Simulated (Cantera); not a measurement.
**NiS + H2 (hydrogen reduction and annealing atmospheres)**

Input: 1 mol NiS, a varied amount of H2, equilibrated at 1450 K and 0.00133 bar.

Equilibrium computed with Cantera from the NASA thermochemical tables; the gas is ideal and each condensed phase is pure. Candidate condensed phases: Ni, NiS, NiS2, Ni3S2, Ni3S4, S; 9 gas species. Metal and sulfide melt together well below either melting point, which pure phases cannot show. Mutual solubility and eutectic melting of coexisting phases are not modelled. Rates play no part.

```tsv
n(H2) (mol)	log p H2	log p H2S	log p S2	log p SH	log p H	log p S	log p Ni	n Ni(s)	n Ni3S2(l)
25	-2.88	-4.82	-5.22	-5.93	-6.47	-7.26	-7.79	0.303	0.232
33	-2.88	-4.82	-5.22	-5.93	-6.47	-7.26	-7.79	0.561	0.146
43	-2.88	-4.82	-5.22	-5.93	-6.47	-7.26	-7.79	0.882	0.0391
55	-2.88	-4.87	-5.32	-5.98	-6.47	-7.31	-7.79	0.999	0
71	-2.88	-4.95	-5.48	-6.06	-6.46	-7.39	-7.79	0.999	0
92	-2.88	-5.04	-5.65	-6.14	-6.46	-7.48	-7.79	0.998	0
120	-2.88	-5.12	-5.83	-6.23	-6.46	-7.57	-7.79	0.998	0
150	-2.88	-5.20	-5.99	-6.31	-6.46	-7.64	-7.79	0.998	0
200	-2.88	-5.30	-6.19	-6.41	-6.46	-7.75	-7.79	0.997	0
260	-2.88	-5.40	-6.39	-6.51	-6.46	-7.84	-7.79	0.996	0
330	-2.88	-5.49	-6.57	-6.60	-6.46	-7.93	-7.79	0.995	0
430	-2.88	-5.59	-6.77	-6.70	-6.46	-8.04	-7.79	0.994	0
550	-2.88	-5.69	-6.97	-6.80	-6.46	-8.13	-7.79	0.993	0
```
log p: log10 of the partial pressure in bar; n: condensed amount in mol.

From 25 mol H2 to 43 mol H2 the condensed part is Ni(s) + Ni3S2(l). From 55 mol H2 to 550 mol H2 the condensed part is Ni(s). The main Ni-bearing gas is Ni throughout.
